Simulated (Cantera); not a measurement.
A closed system holds: 1 mol TEOS, 1.1 mol O3, 1.6 mol H2, at 5.60 Pa.

These are equilibrium values from Cantera (NASA tables, ideal gas, pure condensed phases), not measurements of a reactor. Candidate condensed phases: C, C6H6, C7H8, C8H18, H2O, Si, SiC, SiO2; 123 gas species. The feed counts by its element totals alone. Mutual solubility and eutectic melting of coexisting phases are not modelled. The tables hold silica as quartz up to 1696 K and as liquid above; real silica turns to tridymite and cristobalite and melts near 1996 K. The numbers say what is thermodynamically allowed, not how fast it happens.

log p: log10 of the partial pressure in bar; n: condensed amount in mol.

```csv
T (°C),log p H2,log p CO,log p H,log p SiO,log p Si,n C(graphite),n SiO2(β-quartz),n SiC(s)
775,-4.42,-4.76,-10.32,-11.49,<-16,2.70,1.000,0
850,-4.42,-4.76,-9.58,-9.21,<-16,2.70,1.000,0
925,-4.46,-4.67,-8.95,-7.56,-14.41,0,0.0938,0.897
1000,-4.46,-4.67,[?],-6.35,[?],0,0,0.850
1075,-4.46,-4.67,-7.87,-6.35,-11.48,0,0,0.850
1150,-4.46,-4.67,-7.41,-6.35,-10.50,0,0,0.850
1225,-4.46,-4.67,[?],-6.35,[?],0,0,0.850
1300,-4.47,-4.67,-6.62,-6.35,-8.83,0,0,0.850
1375,-4.47,-4.68,-6.28,-6.36,-8.11,0,0,0.849
```

Question: Some entries are withheld; supply them.

Answer: 
- 1225, log p H: -7.00
- 1225, log p Si: -9.62
- 1000, log p H: -8.38
- 1000, log p Si: -12.58
